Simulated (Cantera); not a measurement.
Input: 1 mol CH₃OH, 2.4 mol CO₂, 6.6 mol N₂, held at 13.3 mbar.

Method: chemical equilibrium by Gibbs-energy minimisation in Cantera with the NASA 1993 tables (ideal gas, pure condensed phases). Candidate condensed phases: C, C₆H₆, C₇H₈, C₈H₁₈, H₂O; 136 gas species. Rates play no part. All values below are at 2452 °C.

Base state: N₂ 0.475, CO 0.217, H 0.109, O 0.0438, H₂ 0.0408, H₂O 0.0367, CO₂ 0.0288, OH 0.0258 (mole fractions); condensed: gas only.

**Question.** What changes in the equilibrium state with this change: CO₂ from 2.4 to 0.94 mol?

**Answer.** 
```
species   before    after
-------  -------  -------
N₂         0.475    0.561
CO         0.217    0.156
H          0.109    0.139
O₂        0.0159  0.00318
CO₂       0.0288  0.00925
O         0.0438   0.0196
OH        0.0258   0.0147
H₂        0.0408   0.0666
H₂O       0.0367   0.0268
NO       0.00705  0.00343
N        1.18e-5  1.28e-5
```
